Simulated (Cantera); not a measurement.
Charge: 1 mol TiC, 0.052 mol C, 0.084 mol H2, equilibrated at 1475 K and 1.33 mbar.

Cantera equilibrium calculation (NASA polynomials, part measured and part estimated; ideal gas, pure solids and liquids). Candidate condensed phases: C, C6H6, C7H8, C8H18, Ti, TiC; 77 gas species. TiC: taken at fixed stoichiometry. Equilibrium is a limit: real reactors are often held back by kinetics, nucleation or transport.

Base state: H2 1.000, H 0.000355 (mole fractions); condensed: C(graphite) + TiC(s).

What changes in the equilibrium state with this change: temperature from 1475 K to 3073 K?


```csv
species,before,after
Ti,<1e-9,0.552
H,0.000355,0.199
C3,<1e-9,0.167
H2,1.000,0.00137
C,<1e-9,0.0519
C2,<1e-9,0.0248
C5,<1e-9,0.00182
C2H,<1e-9,0.00139
C4,<1e-9,0.000479
CH,<1e-9,2.80e-5
"C(graphite), mol",0.0520,0
"TiC(s), mol",1.00,0.544
```
